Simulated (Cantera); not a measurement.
Transport properties of process gases

Gas mixture: 48.7 % CO2, 37.6 % CH4, 13.8 % NH3, at 1.88 Torr, frozen composition.

Cantera's kinetic-theory transport with the Lennard-Jones parameters of GRI-Mech 3.0, ideal gas; thermal conductivity in the mixture-averaged form. Polar gases are described roughly by these parameters. The composition is frozen, though it would react at the higher temperatures.

```csv
T (K),ρ (kg/m³),cp (J/kg/K),μ (µPa s),λ (mW/m/K),Pr,D (cm²/s) CH4,D (cm²/s) H2,D (cm²/s) H2O
400,0.00224,1364,17.9,35.5,0.686,126,472,133
650,0.00138,1713,26.7,66.2,0.691,301,1080,343
900,0.000995,1982,34.2,97.4,0.695,529,1860,627
1150,0.000779,2193,40.7,127,0.700,804,2800,976
1400,0.000640,2349,46.7,156,0.703,1120,3880,1380
1650,0.000543,2468,52.2,183,0.704,1480,5100,1840
1900,0.000471,2559,57.4,208,0.705,1870,6440,2340
2150,0.000417,2629,62.3,232,0.705,2300,7900,2900
2400,0.000373,2686,66.9,255,0.705,2760,9480,3490
```
D: mixture-averaged diffusion coefficient of that species in the mixture.
